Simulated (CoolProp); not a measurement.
Model: reference Helmholtz-energy equation of state, Thol 2017, in CoolProp.

### Question
Give the vapour pressure (MPa), liquid density (kg/m³), vapour density (kg/m³), liquid cp (kJ/(kg K)) of saturated octamethyltrisiloxane (MDM) at 417.3 K.

### Answer
```tsv
T (K)	p (MPa)	liquid density (kg/m³)	vapour density (kg/m³)	liquid cp (kJ/(kg K))
417.3	0.0810	686	5.90	2.09
```
